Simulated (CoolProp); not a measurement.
Properties of water at several states.

Computed with CoolProp (reference Helmholtz-energy equation of state, Wagner 2002).

```csv
T (K),p (MPa),phase,Z,Joule-Thomson coefficient (K/MPa),viscosity (µPa s),Prandtl number
625.8,0.0234,gas,0.9996,9.280,22.5,0.931
911.5,15.3,gas,0.9391,2.949,35.1,0.932
673.2,0.154,gas,0.9980,7.455,24.5,0.927
375.4,0.0266,gas,0.9962,62.93,12.4,0.980
935.9,0.0284,gas,0.9999,2.888,35.1,0.903
```

Viscosity comes from a separate model (Huber 2009). Thermal conductivity comes from a separate model (Huber 2012).
